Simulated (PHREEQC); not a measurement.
Model water analysis in mmol/kgw, 40 °C, pH 3.78, pe 9.8:

```
constituent  mmol/kgw
-----------  --------
Na               2.52
K                 4.7
Ca                2.7
Mg              0.175
Cl               1.15
S(6)             6.07
Mn(2)           0.145
```

Na is adjusted to close the charge balance.
Valence states are taken as typed.

Computed with PHREEQC (ion-association model, phreeqc.dat).

No solid was allowed to form.

**Question.** Order these Mn species by the share of Mn that they hold, largest first: MnSO4, Mn+2, MnCl+.

**Answer.** Mn+2 (71 %), MnSO4 (29 %), MnCl+ (0.20 %)

**Question.** Order these S species by the share of S that they hold, largest first: MgSO4, CaSO4, HSO4-, KSO4-, SO4-2.

**Answer.** SO4-2 (83 %), CaSO4 (11 %), KSO4- (2.0 %), HSO4- (1.3 %), MgSO4 (1.1 %)

The pH is 3.78 and the ionic strength 0.0187 mol/kgw. At this temperature some constants are extrapolated from 25 °C, and those without enthalpy data are left unchanged.
